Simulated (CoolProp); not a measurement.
The numbers come from the reference Helmholtz-energy equation of state, Akasaka 2020 in CoolProp.

### Question
For R1123, give the phase and the density (kg/m³), cp (kJ/(kg K)), cv (kJ/(kg K)), isothermal compressibility (1/MPa) at 299.6 K and 5890 kPa.

### Answer
- 299.6 K and 5890 kPa: liquid; density 1040, cp 1.58, cv 0.867, isothermal compressibility 0.00988
